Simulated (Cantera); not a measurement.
## Gas activation for diamond growth

A perfectly stirred reactor is fed with CH4 : H2 : O2 : N2 = 0.011 : 1 : 0.0055 : 0.0017 (molar parts), at 12.8 Torr; it is held at 2348 K, and followed from long to short residence time.

Model: GRI-Mech 3.0 (53 species, 325 reactions), integrated in Cantera. Radical loss at walls, strong at low pressure, is not modelled.

| τ (s) | x CH4 | x H2 | x O2 | x CH2 | x CO | x H2O | x CO2 |
|---|---|---|---|---|---|---|---|
| 2.5 | 2.65e-5 | 0.912 | 8.29e-8 | 5.07e-6 | 0.00931 | 0.000914 | 1.62e-6 |
| 1.2 | 5.28e-5 | 0.922 | 2.01e-7 | 7.33e-6 | 0.00879 | 0.00149 | 2.46e-6 |
| 0.57 | 0.000113 | 0.933 | 5.18e-7 | 1.03e-5 | 0.00786 | 0.00248 | 3.64e-6 |
| 0.27 | 0.000237 | 0.942 | 1.35e-6 | 1.40e-5 | 0.00644 | 0.00396 | 4.71e-6 |
| 0.13 | 0.000454 | 0.948 | 3.36e-6 | 1.82e-5 | 0.00473 | 0.00572 | 4.96e-6 |
| 0.063 | 0.000820 | 0.953 | 8.17e-6 | 2.32e-5 | 0.00308 | 0.00741 | 4.18e-6 |
| 0.030 | 0.00144 | 0.956 | 2.00e-5 | 2.91e-5 | 0.00178 | 0.00873 | 2.92e-6 |
| 0.015 | 0.00235 | 0.958 | 4.58e-5 | 3.48e-5 | 0.00102 | 0.00948 | 2.12e-6 |
| 0.0070 | 0.00379 | 0.960 | 0.000113 | 3.95e-5 | 0.000559 | 0.00985 | 2.24e-6 |
| 0.0034 | 0.00548 | 0.962 | 0.000268 | 3.99e-5 | 0.000328 | 0.00981 | 3.68e-6 |
x: mole fraction; the columns are a selection and need not sum to one.
